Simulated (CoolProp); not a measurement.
Vapour-liquid equilibrium of C2F6 (R116) (1) + R134a (2) at 0.395 MPa; x and y are mole fractions of (1).

The numbers come from the multi-fluid Helmholtz-energy mixture model, Lemmon 2006 and Tillner-Roth 1994; pair parameters Bell 2016 in CoolProp.

```tsv
x	bubble temperature (K)	y at the bubble point	dew temperature at overall composition x (K)	liquid density (mol/L)
0.05	265.0	0.452	280.1	[?]
0.15	244.7	[?]	276.9	12.91
0.25	236.3	0.859	273.3	12.75
0.35	[?]	0.887	[?]	12.46
0.45	230.9	0.900	265.1	[?]
0.55	[?]	0.909	260.1	11.78
0.65	229.1	0.917	[?]	11.45
0.75	228.1	0.928	247.0	11.15
0.85	226.9	0.947	[?]	10.90
0.95	225.5	0.977	226.7	10.69
```

**Question.** Fill in the missing entries.

**Answer.** 
- 0.05, liquid density (mol/L): 12.72
- 0.15, y at the bubble point: 0.777
- 0.35, bubble temperature (K): 232.6
- 0.35, dew temperature at overall composition x (K): 269.4
- 0.45, liquid density (mol/L): 12.12
- 0.55, bubble temperature (K): 229.9
- 0.65, dew temperature at overall composition x (K): 254.3
- 0.85, dew temperature at overall composition x (K): 237.3

No azeotrope shows between x = 0.05 and 0.95.

Pair parameters are fitted to limited data, so mixtures are less certain than the pure fluids. With so large a gap from Raoult's law the liquid may split in two, which this calculation doesn't test in full.
